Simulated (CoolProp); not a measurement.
Vapour-liquid equilibrium of n-decane (1) + n-dodecane (2) at 0.636 MPa; x and y are mole fractions of (1).

Model: multi-fluid Helmholtz-energy mixture model, Lemmon 2006 and Lemmon 2004; pair parameters Bell 2016, in CoolProp.

```
x     bubble temperature (K)  y at the bubble point  dew temperature at overall composition x (K)  liquid density (mol/L)
----  ----------------------  ---------------------  --------------------------------------------  ----------------------
0.05                   581.8                  0.078                                         582.8                   2.891
0.2                    573.6                  0.295                                         577.3                   2.998
0.35                   565.6                  0.481                                         571.3                   3.104
0.5                    558.1                  0.639                                         564.8                   3.210
0.65                   551.1                  0.770                                         557.5                   3.316
0.8                    544.6                  0.880                                         549.3                   3.421
0.95                   538.6                  0.972                                         540.0                   3.526
```

No azeotrope shows between x = 0.05 and 0.95.

Pair parameters are fitted to limited data, so mixtures are less certain than the pure fluids.
